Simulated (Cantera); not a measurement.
An adiabatic, constant-volume homogeneous reactor starts with CH4 : C2H6 : C3H8 : O2 : N2 = 1 : 0.032 : 0.23 : 1.81 : 6.81 (molar parts), equivalence ratio 1.8, at 1148 K and 975 Torr. Integrator tolerance rtol = 1e-08.

Cantera simulation using GRI-Mech 3.0 (53 species, 325 reactions); the numbers are that mechanism's predictions, not measurements. GRI-Mech 3.0 was tuned for natural gas; its chemistry of propane as a main component is partial and can be far from experiment.

### Question
What does this change do: pressure from 975 Torr to 750 Torr?

### Answer
```csv
quantity,before,after
time of steepest temperature rise,20.3 ms,23.6 ms
temperature at 6.00 s,2680 K,2670 K
equilibrium temperature,2680 K,2670 K
x(CH4) at 6.00 s,3.24e-11 (gas-phase equilibrium 3.65e-11),1.96e-11 (gas-phase equilibrium 2.21e-11)
x(C2H6) at 6.00 s,<1e-12 (gas-phase equilibrium <1e-12),<1e-12 (gas-phase equilibrium <1e-12)
x(C3H8) at 6.00 s,<1e-12 (gas-phase equilibrium <1e-12),<1e-12 (gas-phase equilibrium <1e-12)
x(C2H2) at 6.00 s,<1e-12 (gas-phase equilibrium <1e-12),<1e-12 (gas-phase equilibrium <1e-12)
x(HCO) at 6.00 s,4.89e-7 (gas-phase equilibrium 4.89e-7),4.17e-7 (gas-phase equilibrium 4.17e-7)
x(CO) at 6.00 s,0.128 (gas-phase equilibrium 0.128),0.128 (gas-phase equilibrium 0.128)
x(N2O) at 6.00 s,4.30e-8 (gas-phase equilibrium 4.30e-8),4.05e-8 (gas-phase equilibrium 4.05e-8)
```
